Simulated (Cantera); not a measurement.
A closed system holds: 1 mol CaCO3, 1.8 mol O2, equilibrated at 1275 °C and 0.180 bar.

Method: chemical equilibrium by Gibbs-energy minimisation in Cantera with the NASA 1993 tables (ideal gas, pure condensed phases). Candidate condensed phases: C, Ca, CaCO3, CaO; 15 gas species. Equilibrium is a limit: real reactors are often held back by kinetics, nucleation or transport.

Base state: O2 0.643, CO2 0.357, O 1.44e-5, CO 1.03e-5 (mole fractions); condensed: CaO(s).

What changes in the equilibrium state with this change: 0.022 mol H2 added?


| species | before | after |
|---|---|---|
| O2 | 0.643 | 0.636 |
| CO2 | 0.357 | 0.356 |
| H2O | 0 | 0.00779 |
| OH | 0 | 6.64e-5 |
| O | 1.44e-5 | 1.44e-5 |
| CO | 1.03e-5 | 1.04e-5 |
| CaO(s), mol | 1.00 | 1.00 |
Further candidate phases: C6H6, C7H8, C8H18, Ca(OH)2, H2O.
